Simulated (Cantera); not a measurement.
A perfectly stirred reactor is fed with CH4 : C2H6 : O2 : N2 = 1 : 0.19 : 1.78 : 6.68 (molar parts), at 11300 Torr; it is adiabatic with a 750 K inlet, and is followed from long to short residence time, starting on the burning branch (τ in s: 0.04, 0.013, 0.004, 0.0012, 0.00039, 0.00012, 3.8e-05, 1.2e-05, 3.7e-06).

Cantera simulation using GRI-Mech 3.0 (53 species, 325 reactions); the numbers are that mechanism's predictions, not measurements. The pressure lies above the range GRI-Mech 3.0 was tuned for (to about 10 atm).

One state of this run: T (K) = 2258; x CH4 = 0.000839; x C2H6 = 6.52e-7; x O2 = 0.000209; x C2H4 = 3.59e-6; x HCO = 2.56e-7; x N2O = 2.85e-8; x CH2CO = 2.44e-6. x: mole fraction; the columns are a selection and need not sum to one.

Problem. Which value of τ (s) does it belong to?
A. 0.0012
B. 0.0040
C. 1.2e-5
D. 0.040

Solution. B, 0.0040
